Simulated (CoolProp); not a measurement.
Vapour-liquid equilibrium of R124 (1) + R142b (2) at 330.1 K; x and y are mole fractions of (1).

The numbers come from the multi-fluid Helmholtz-energy mixture model, de Vries 1995 and Lemmon 2006; pair parameters Bell 2016 in CoolProp.

| x | bubble pressure, mixture model (kPa) | bubble pressure, Raoult's law (kPa) | y, mixture model | y, Raoult's law |
|---|---|---|---|---|
| 0.05 | [?] | 818.7 | 0.054 | 0.056 |
| 0.125 | 823.3 | 827.1 | 0.134 | 0.140 |
| 0.2 | 829.4 | 835.5 | 0.212 | 0.221 |
| 0.275 | 835.6 | 843.9 | 0.291 | 0.301 |
| 0.35 | 841.9 | 852.3 | [?] | 0.380 |
| 0.425 | 848.6 | 860.7 | 0.446 | 0.457 |
| 0.5 | [?] | 869.1 | 0.522 | 0.532 |
| 0.575 | 863.7 | 877.5 | [?] | 0.606 |
| 0.65 | 872.3 | 885.9 | [?] | 0.679 |
| 0.725 | [?] | 894.3 | [?] | 0.750 |
| 0.8 | 892.1 | 902.7 | 0.820 | 0.820 |
| 0.875 | 903.5 | 911.1 | 0.890 | 0.888 |
| 0.95 | 916.1 | 919.5 | [?] | 0.956 |

**Question.** Fill in the missing entries.

**Answer.** 
- 0.05, bubble pressure, mixture model (kPa): 817.3
- 0.35, y, mixture model: 0.368
- 0.5, bubble pressure, mixture model (kPa): 855.9
- 0.575, y, mixture model: 0.598
- 0.65, y, mixture model: 0.674
- 0.725, bubble pressure, mixture model (kPa): 881.7
- 0.725, y, mixture model: 0.747
- 0.95, y, mixture model: 0.957

The largest gap from Raoult's law is -1.6 % in bubble pressure, at x = 0.575. No azeotrope shows between x = 0.05 and 0.95.

Pair parameters are fitted to limited data, so mixtures are less certain than the pure fluids.
